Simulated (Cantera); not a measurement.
An isothermal, constant-pressure homogeneous reactor starts with 16.7 % H2, 83.3 % O2, at 1023 K and 10.00 Torr.

Cantera simulation using the H2/O2 subset of GRI-Mech 3.0, which has no nitrogen chemistry; the numbers are that mechanism's predictions, not measurements. Radical loss at walls, strong at low pressure, is not modelled. The temperature is held fixed by assumption; the heat of reaction is taken as removed at once.

x: mole fraction; the columns are a selection and need not sum to one.

```tsv
t (s)	x H2	x O2	x O	x HO2	x H2O2	x H
1.00e-5	0.167	0.833	<1e-12	2.49e-11	<1e-12	2.41e-11
5.01e-5	0.167	0.833	2.00e-11	1.25e-10	<1e-12	1.15e-10
0.000251	0.167	0.833	4.42e-10	6.34e-10	<1e-12	8.67e-10
0.00126	0.167	0.833	2.75e-7	9.78e-9	6.90e-12	4.44e-7
0.00632	0.00650	0.771	0.0345	1.31e-5	[?]	0.0406
0.0317	0.000461	0.815	0.00237	8.59e-6	[?]	0.000594
0.159	1.25e-5	0.818	6.80e-5	1.04e-6	[?]	2.80e-6
0.796	6.99e-7	0.818	4.74e-6	9.96e-8	[?]	5.16e-8
3.99	7.72e-8	0.818	5.96e-7	1.39e-8	[?]	2.29e-9
20.0	1.18e-8	0.818	9.65e-8	2.62e-9	[?]	1.49e-10
```

Q: Some entries are withheld; supply them.

A: 
- 0.00632, x H2O2: 2.73e-7
- 0.0317, x H2O2: 3.68e-7
- 0.159, x H2O2: 1.40e-7
- 0.796, x H2O2: 3.46e-8
- 3.99, x H2O2: 8.48e-9
- 20.0, x H2O2: 1.97e-9
